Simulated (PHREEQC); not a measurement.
Dissolve 0.011 mol/kgw NH4HF2, 0.00011 mol/kgw (NH4)2SiF6 and 0.043 mol/kgw HBF4 at 65 °C. Closed to the air; pH follows from the charge balance.

All values are PHREEQC results (ion-association model, phreeqc.dat), not measurements.

Each row changes one thing in this solution. Precipitation was switched off in this run.

```tsv
case	pH	ionic strength (mol/kgw)	HF (mol/kgw)	F- (mol/kgw)	HF2- (mol/kgw)	H4SiO4 (mol/kgw)	SI of Quartz (SiO2)
as made	1.57	0.0426	0.0278	0.000402	4.92e-5	1.39e-6	-2.39
diluted 5-fold with water	2.29	0.00781	0.0110	0.000742	3.60e-5	3.50e-6	-1.99
NH4HF2 from 0.011 to 0.0121 mol/kgw	1.59	0.0429	0.0291	0.000432	5.52e-5	1.02e-6	-2.53
NH4HF2 from 0.011 to 0.0022 mol/kgw	1.50	0.0398	0.0214	0.000256	2.41e-5	9.27e-6	-1.57
(NH4)2SiF6 from 0.00011 to 1.1e-05 mol/kgw	1.57	0.0423	0.0278	0.000402	4.91e-5	1.40e-7	-3.39
HBF4 replaced by NaHF2 at the same molality	3.41	0.0541	0.0447	0.0449	0.00883	1.63e-11	-7.32
temperature from 65 to 50 °C	1.56	0.0433	0.0248	0.000468	5.03e-5	1.63e-7	-3.14
NH4HF2 from 0.011 to 0.055 mol/kgw	2.50	0.0591	0.0902	0.0113	0.00448	1.52e-11	-7.35
```

Complexes and solids missing from the database can't appear. Constants without temperature data keep their 25 °C values here. SiF6-2 is the database's only silicon fluoride. Real BF4- forms and hydrolyses slowly; the run takes it at equilibrium.
